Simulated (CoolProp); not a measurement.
A Linde-Hampson liquefier for ethylene: isothermal reversible compression at 320 K from 1 atm to 20 MPa, throttling to 1 atm, return gas leaving the recuperator 0 K below the feed. Each further row changes one setting.

Computed with CoolProp (reference Helmholtz-energy equation of state, Smukala 2000).

```
case                        liquid yield per pass  compression work (kJ/kg of gas)
--------------------------  ---------------------  -------------------------------
as stated                                   0.416                              418
high pressure 40 MPa                          ___                              ___
warm-end temperature 350 K                  0.331                              ___
warm-end gap 5 K                              ___                              418
```

### Question
Complete the blanks.

### Answer

- high pressure 40 MPa, liquid yield per pass: 0.428
- high pressure 40 MPa, compression work (kJ/kg of gas): 468
- warm-end temperature 350 K, compression work (kJ/kg of gas): 483
- warm-end gap 5 K, liquid yield per pass: 0.410
